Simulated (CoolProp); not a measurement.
A Linde-Hampson liquefier for normal hydrogen: isothermal reversible compression at 300 K from 1 atm to 30 MPa, throttling to 1 atm, return gas leaving the recuperator 2 K below the feed. Each further row changes one setting.

Computed with CoolProp (reference Helmholtz-energy equation of state, Leachman 2009).

| case | compression work (kJ/kg of gas) |
|---|---|
| as stated | 7270 |
| high pressure 60 MPa | 8360 |
| warm-end temperature 330 K | 7970 |
| warm-end gap 7 K | 7270 |
